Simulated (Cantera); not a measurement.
A freely propagating, adiabatic, planar premixed flame of 31.6 % H₂, 14.4 % O₂, 54.0 % N₂, unburnt at 325 K and 1000000 Pa; mixture-averaged transport, grid criteria slope 0.08 and curve 0.16, no radiation.

Detailed kinetics in Cantera: the H2/O2 subset of GRI-Mech 3.0, which has no nitrogen chemistry. The hydrogen kinetics of GRI-Mech 3.0 are dated; newer H2 mechanisms differ, most at raised pressure. Burning velocities carry a grid error of a few per cent, more on coarse grids.

x: mole fraction of selected species; z is measured from the peak of heat release.

```
z (mm)    T (K)  u (m/s)    x H₂     x O₂     x HO₂      x OH    x O     x H₂O
--------  -----  -------  ------  -------  --------  --------  -----  --------
-0.0692     325     2.12   0.316    0.144     <1e-8     <1e-8  <1e-8   5.22e-8
-0.0462     325     2.12   0.315    0.144     <1e-8     <1e-8  <1e-8   5.75e-7
-0.0346     326     2.12   0.314    0.144   1.30e-7     <1e-8  <1e-8   6.59e-6
-0.0231     332     2.14   0.307    0.146   3.82e-6   1.53e-8    [?]  0.000158
-0.0115     466     2.86   0.263    0.150  0.000435   1.31e-5    [?]    0.0104
-0.00577    867     5.10   0.206    0.136   0.00158  0.000745    [?]    0.0581
0          1371     7.90   0.142   0.0986  0.000762   0.00242    [?]     0.141
0.00577    1712     9.80  0.0910   0.0578  0.000344   0.00561    [?]     0.215
0.0115     1906     10.9  0.0632   0.0325  0.000161   0.00895    [?]     0.258
0.0231     2095     11.9  0.0453   0.0146   5.66e-5    0.0118    [?]     0.289
0.0462     2245     12.7  0.0384  0.00789   2.31e-5    0.0111    [?]     0.306
0.0923     2349     13.2  0.0335  0.00450   9.65e-6   0.00856    [?]     0.318
0.185      2413     13.5  0.0296  0.00238   3.75e-6   0.00618    [?]     0.326
```

Question: Fill in the missing entries.

Answer: 
- -0.0231, x O: 6.89e-8
- -0.0115, x O: 4.76e-6
- -0.00577, x O: 0.000174
- 0, x O: 0.00144
- 0.00577, x O: 0.00305
- 0.0115, x O: 0.00357
- 0.0231, x O: 0.00317
- 0.0462, x O: 0.00191
- 0.0923, x O: 0.000925
- 0.185, x O: 0.000425
